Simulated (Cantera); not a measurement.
An adiabatic, constant-pressure homogeneous reactor starts with CO : H2 : O2 : N2 : H2O = 1 : 0.045 : 0.78 : 2.93 : 0.1 (molar parts), at 1648 K and 1050 Torr. Integrator tolerance rtol = 1e-08.

Model: GRI-Mech 3.0 (53 species, 325 reactions), integrated in Cantera.

Task: What does this change do: H2 0.045 to 0.02 parts?

Result: 
```tsv
quantity	before	after
time of steepest temperature rise	37.5 µs	49.0 µs
temperature at 4.00 s	2710 K	2702 K
equilibrium temperature	2710 K	2702 K
x(CO) at 4.00 s	0.0549 (gas-phase equilibrium 0.0549)	0.0532 (gas-phase equilibrium 0.0532)
x(H2) at 4.00 s	0.00124 (gas-phase equilibrium 0.00124)	0.000969 (gas-phase equilibrium 0.000969)
x(O2) at 4.00 s	0.0707 (gas-phase equilibrium 0.0707)	0.0729 (gas-phase equilibrium 0.0729)
x(NO) at 4.00 s	0.0170 (gas-phase equilibrium 0.0170)	0.0171 (gas-phase equilibrium 0.0171)
x(OH) at 4.00 s	0.00937 (gas-phase equilibrium 0.00937)	0.00839 (gas-phase equilibrium 0.00839)
x(N2O) at 4.00 s	1.01e-6 (gas-phase equilibrium 1.01e-6)	1.02e-6 (gas-phase equilibrium 1.02e-6)
x(H2O) at 4.00 s	0.0255 (gas-phase equilibrium 0.0255)	0.0209 (gas-phase equilibrium 0.0209)
```

Task: What does this change do: pressure from 1050 Torr to 2630 Torr?

Result: 
```json
[
 {"quantity": "time of steepest temperature rise", "before": "37.5 µs", "after": "15.1 µs"},
 {"quantity": "temperature at 4.00 s", "before": "2710 K", "after": "2770 K"},
 {"quantity": "equilibrium temperature", "before": "2710 K", "after": "2770 K"},
 {"quantity": "x(CO) at 4.00 s", "before": "0.0549 (gas-phase equilibrium 0.0549)", "after": "0.0483 (gas-phase equilibrium 0.0483)"},
 {"quantity": "x(H2) at 4.00 s", "before": "0.00124 (gas-phase equilibrium 0.00124)", "after": "0.00105 (gas-phase equilibrium 0.00105)"},
 {"quantity": "x(O2) at 4.00 s", "before": "0.0707 (gas-phase equilibrium 0.0707)", "after": "0.0679 (gas-phase equilibrium 0.0679)"},
 {"quantity": "x(NO) at 4.00 s", "before": "0.0170 (gas-phase equilibrium 0.0170)", "after": "0.0182 (gas-phase equilibrium 0.0182)"},
 {"quantity": "x(OH) at 4.00 s", "before": "0.00937 (gas-phase equilibrium 0.00937)", "after": "0.00878 (gas-phase equilibrium 0.00878)"},
 {"quantity": "x(N2O) at 4.00 s", "before": "1.01e-6 (gas-phase equilibrium 1.01e-6)", "after": "1.73e-6 (gas-phase equilibrium 1.73e-6)"},
 {"quantity": "x(H2O) at 4.00 s", "before": "0.0255 (gas-phase equilibrium 0.0255)", "after": "0.0263 (gas-phase equilibrium 0.0263)"}
]
```
The hydrogen kinetics of GRI-Mech 3.0 are dated; newer H2 mechanisms differ, most at raised pressure.

Task: What does this change do: O2 0.78 to 0.48 parts?

Result: 
```json
[
 {"quantity": "time of steepest temperature rise", "before": "37.5 µs", "after": "38.9 µs"},
 {"quantity": "temperature at 4.00 s", "before": "2710 K", "after": "2685 K"},
 {"quantity": "equilibrium temperature", "before": "2710 K", "after": "2685 K"},
 {"quantity": "x(CO) at 4.00 s", "before": "0.0549 (gas-phase equilibrium 0.0549)", "after": "0.0803 (gas-phase equilibrium 0.0803)"},
 {"quantity": "x(H2) at 4.00 s", "before": "0.00124 (gas-phase equilibrium 0.00124)", "after": "0.00213 (gas-phase equilibrium 0.00213)"},
 {"quantity": "x(O2) at 4.00 s", "before": "0.0707 (gas-phase equilibrium 0.0707)", "after": "0.0230 (gas-phase equilibrium 0.0230)"},
 {"quantity": "x(NO) at 4.00 s", "before": "0.0170 (gas-phase equilibrium 0.0170)", "after": "0.00965 (gas-phase equilibrium 0.00965)"},
 {"quantity": "x(OH) at 4.00 s", "before": "0.00937 (gas-phase equilibrium 0.00937)", "after": "0.00691 (gas-phase equilibrium 0.00691)"},
 {"quantity": "x(N2O) at 4.00 s", "before": "1.01e-6 (gas-phase equilibrium 1.01e-6)", "after": "5.95e-7 (gas-phase equilibrium 5.95e-7)"},
 {"quantity": "x(H2O) at 4.00 s", "before": "0.0255 (gas-phase equilibrium 0.0255)", "after": "0.0276 (gas-phase equilibrium 0.0276)"}
]
```
